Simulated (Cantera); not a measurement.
A closed system holds: 1 mol SiH₂Cl₂, 6.4 mol N₂, held at 873 K and 10.0 Torr.

Method: chemical equilibrium by Gibbs-energy minimisation in Cantera with the NASA 1993 tables (ideal gas, pure condensed phases). Candidate condensed phases: NH₄Cl, Si, Si₃N₄; 28 gas species. N₂ is the only nitrogen source here; it is nearly inert below about 1500 K, so the nitride shown seldom forms there in practice. Rates play no part.

Base state: N₂ 0.766, HCl 0.152, H₂ 0.0546, SiCl₄ 0.0273, SiHCl₃ 2.11e-5 (mole fractions); condensed: Si₃N₄(s).

### Question
What changes in the equilibrium state with this change: N₂ from 6.4 to 63 mol?

### Answer
```csv
species,before,after
N₂,0.766,0.971
HCl,0.152,0.0228
H₂,0.0546,0.00415
SiCl₄,0.0273,0.00207
SiHCl₃,2.11e-5,8.07e-7
"Si₃N₄(s), mol",0.264,0.289
```

### Question
What changes in the equilibrium state with this change: temperature from 873 K to 1773.15 K?

### Answer
```tsv
species	before	after
N₂	0.766	0.757
H₂	0.0546	0.0907
SiCl₂	9.35e-9	0.0889
HCl	0.152	0.0608
SiCl₄	0.0273	2.66e-5
H	<1e-9	0.000743
Cl	<1e-9	0.000383
SiCl	<1e-9	0.000258
Si	<1e-9	0.000109
SiCl₃	2.09e-6	0.00118
Si₃N₄(s), mol	0.264	0.0849
```
The tables' values for SiCl₃, SiCl are old estimates; treat these amounts as uncertain.

### Question
What changes in the equilibrium state with this change: temperature from 873 K to 1248.15 K?

### Answer
```json
[
 {"species": "N₂", "before": "0.766", "after": "0.761"},
 {"species": "HCl", "before": "0.152", "after": "0.174"},
 {"species": "H₂", "before": "0.0546", "after": "0.0429"},
 {"species": "SiCl₄", "before": "0.0273", "after": "0.0197"},
 {"species": "SiCl₂", "before": "9.35e-9", "after": "0.000921"},
 {"species": "SiCl₃", "before": "2.09e-6", "after": "0.00159"},
 {"species": "SiHCl₃", "before": "2.11e-5", "after": "0.000171"},
 {"species": "Si₃N₄(s), mol", "before": "0.264", "after": "0.276"}
]
```
The tables' values for SiCl₃ are old estimates; treat these amounts as uncertain.
